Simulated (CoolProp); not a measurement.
A single-stage vapour-compression cycle with the fluid: evaporating at 327.15 K (dew point), condensing at 347.15 K (bubble point), superheat 0 K, subcooling 2 K, compressor efficiency 0.9, no pressure losses. The same conditions are run with several fluids, on thermodynamics alone (safety and materials aside).

Values from CoolProp's reference Helmholtz-energy equation of state of each fluid (propane: Lemmon 2009; propyne: Polt 1992; R236EA: Rui 2013; the fluoroketone C6F12O (FK-5-1-12): McLinden 2015; R114: Platzer 1990; R245ca: Zhou 2016). The equations of Platzer and Polt are older, rougher fits.

```tsv
fluid	cooling COP	pressure ratio	discharge temperature (K)	refrigerating effect (kJ/kg)	volumetric capacity (kJ/m³)
propane	11.3	1.50	350.8	216	9200
propyne	13.0	1.58	353.6	368	8330
R236EA	12.9	1.70	347.2	115	3790
the fluoroketone C6F12O (FK-5-1-12)	12.7	1.86	347.1	66.0	991
R114	13.0	1.63	347.1	96.5	3450
R245ca	13.5	1.78	347.1	161	2360
```

The compression ends wet for: R236EA; the fluoroketone C6F12O (FK-5-1-12); R114; R245ca.
